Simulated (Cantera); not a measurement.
Halide evaporation, hydrolysis and transport: CaCl2 + N2 + Cl2

Input: 1 mol CaCl2, 0.68 mol N2, 0.034 mol Cl2, held at 1.00 bar.

Cantera equilibrium calculation (NASA polynomials, part measured and part estimated; ideal gas, pure solids and liquids). Candidate condensed phases: Ca, CaCl2; 8 gas species. Equilibrium is a limit: real reactors are often held back by kinetics, nucleation or transport.

| T (°C) | log p N2 | log p CaCl2 | log p Cl | log p Cl2 | log p CaCl | log p N | n CaCl2(l) |
|---|---|---|---|---|---|---|---|
| 1175 | -0.02 | -3.13 | -2.07 | -1.36 | <-12 | <-12 | 0.999 |
| 1225 | -0.02 | -2.81 | -1.93 | -1.38 | -11.90 | <-12 | 0.999 |
| 1275 | -0.03 | -2.52 | -1.80 | -1.41 | -11.19 | <-12 | 0.998 |
| 1325 | -0.03 | -2.24 | -1.68 | -1.44 | -10.51 | <-12 | 0.996 |
| 1375 | -0.03 | -1.99 | -1.58 | -1.48 | -9.88 | -11.74 | 0.992 |
| 1425 | -0.04 | -1.75 | -1.49 | -1.53 | -9.28 | -11.29 | 0.987 |
| 1475 | -0.04 | -1.52 | -1.41 | -1.59 | -8.71 | -10.87 | 0.977 |
| 1525 | -0.05 | -1.31 | -1.34 | -1.67 | -8.16 | -10.48 | 0.963 |
| 1575 | -0.07 | -1.12 | -1.29 | -1.77 | -7.63 | -10.11 | 0.939 |
| 1625 | -0.09 | -0.93 | -1.25 | -1.89 | -7.12 | -9.76 | 0.902 |
| 1675 | -0.12 | -0.76 | -1.24 | -2.04 | -6.62 | -9.44 | 0.842 |
| 1725 | -0.17 | -0.59 | -1.25 | -2.23 | -6.12 | -9.14 | 0.744 |
| 1775 | -0.24 | -0.44 | -1.29 | -2.47 | -5.62 | -8.87 | 0.570 |
| 1825 | -0.35 | -0.29 | -1.38 | -2.81 | -5.08 | -8.64 | 0.215 |
log p: log10 of the partial pressure in bar; n: condensed amount in mol.

From 1175 °C to 1825 °C the condensed part is CaCl2(l). The main Ca-bearing gas is CaCl2 throughout.
